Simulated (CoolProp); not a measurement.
A closed Brayton cycle with carbon dioxide: compressor inlet 321.15 K and 9.1 MPa, high pressure 17.6 MPa, turbine inlet 995 K, compressor efficiency 0.8, turbine efficiency 0.9, recuperator effectiveness 0.8 (on enthalpy, no pinch check). Each further row changes one setting.

Computed with CoolProp (reference Helmholtz-energy equation of state, Span 1996).

| case | thermal efficiency (%) | net work (kJ/kg) | compressor to turbine work | compressor exit (K) | turbine exit (K) |
|---|---|---|---|---|---|
| as stated | 26.1 | 80.9 | 0.26 | 368.5 | 904.7 |
| turbine inlet 945 K | 25.6 | 75.1 | 0.27 | 368.5 | 857.8 |
| compressor inlet 331.15 K | 25.7 | 74.7 | 0.31 | 386.4 | 904.7 |
| high pressure 15 MPa | 22.2 | 63.0 | 0.24 | 356.8 | 926.1 |
| recuperator effectiveness 0.5 | 16.1 | 80.9 | 0.26 | 368.5 | 904.7 |
